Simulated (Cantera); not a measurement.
What does this Cantera script print?

```python
import numpy as np
import cantera as ct

gas = ct.Solution("gri30.yaml")
gas.TPX = 1500, 1500, {'C2H6': 1, 'H2': 2}
reactor = ct.IdealGasConstPressureReactor(gas, energy="off", clone=False)
net = ct.ReactorNet([reactor])
net.rtol, net.atol = 1e-08, 1e-18
show = ['C2H6', 'H2', 'C2H2', 'H', 'CH2', 'C2H', 'CH3']
times = np.geomspace(2e-06, 9, 12)

steps = ct.SolutionArray(gas, extra=["t"])
rows = []
print(f"{'t/s':>10s}{'T/K':>9s}{'P/Pa':>11s}" + "".join(f"{s:>11s}" for s in show))
for t in times:
    while net.time < t:
        t_next = net.step()
        steps.append(gas.state, t=t_next)
    rows.append([np.interp(t, steps.t, y) for y in (steps.T, steps.P, *steps(*show).X.T)])
    print(f"{t:10.3e}{rows[-1][0]:9.1f}{rows[-1][1]:11.4g}" + "".join(f"{x:11.3e}" for x in rows[-1][2:]))
rate = np.gradient(steps.T, steps.t)
print("integrator steps:", len(steps.t))
if steps.T.max() > steps.T[0] + 200:
    print(f"time of steepest temperature rise: {steps.t[rate.argmax()]:.4e} s")
gas.TPX = 1500, 1500, {'C2H6': 1, 'H2': 2}
gas.equilibrate("TP")
print(f"equilibrium (TP): T = {gas.T:.1f} K  " + "  ".join(f"{s} {gas[s].X[0]:.3e}" for s in show))
```

Output:

```
       t/s      T/K       P/Pa       C2H6         H2       C2H2          H        CH2        C2H        CH3
 2.000e-06   1500.0       1500  3.332e-01  6.666e-01  9.555e-15  1.011e-06  1.905e-11  9.423e-24  1.270e-04
 8.051e-06   1500.0       1500  3.330e-01  6.665e-01  3.540e-12  9.189e-06  1.217e-09  6.313e-20  4.926e-04
 3.241e-05   1500.0       1500  3.315e-01  6.659e-01  2.650e-09  5.909e-05  6.205e-08  3.952e-16  1.718e-03
 1.305e-04   1500.0       1500  3.190e-01  6.643e-01  3.720e-06  2.910e-04  1.296e-06  2.991e-12  5.126e-03
 5.253e-04   1500.0       1500  2.234e-01  6.522e-01  8.726e-04  7.368e-04  6.032e-06  1.848e-09  1.570e-02
 2.115e-03   1500.0       1500  3.210e-02  6.155e-01  2.085e-02  9.387e-04  3.669e-06  5.982e-08  9.782e-03
 8.512e-03   1500.0       1500  1.034e-03  6.283e-01  6.120e-02  2.617e-04  3.821e-07  4.797e-08  1.813e-03
 3.427e-02   1500.0       1500  8.243e-05  6.409e-01  8.953e-02  7.731e-05  4.307e-08  2.033e-08  5.070e-04
 1.380e-01   1500.0       1500  2.673e-05  6.528e-01  1.177e-01  4.780e-05  1.635e-08  1.621e-08  2.976e-04
 5.554e-01   1500.0       1500  3.194e-05  6.653e-01  1.406e-01  5.970e-05  2.273e-08  2.375e-08  3.459e-04
 2.236e+00   1500.0       1500  2.596e-05  6.830e-01  1.490e-01  6.437e-05  2.190e-08  2.643e-08  3.162e-04
 9.000e+00   1500.0       1500  1.212e-05  7.263e-01  1.678e-01  7.693e-05  1.775e-08  3.345e-08  2.237e-04
integrator steps: 1140
equilibrium (TP): T = 1500.0 K  C2H6 6.891e-08  H2 7.969e-01  C2H2 1.982e-01  H 1.292e-04  CH2 1.772e-09  C2H 6.048e-08  CH3 1.319e-05
```

Detailed kinetics in Cantera: GRI-Mech 3.0 (53 species, 325 reactions). GRI-Mech 3.0 stops at C3 and has no aromatics, soot or wall deposition, so with more carbon than oxygen in the feed, carbon stays in small species such as C2H2 where larger ones or solid carbon would form. Radical loss at walls, strong at low pressure, is not modelled.
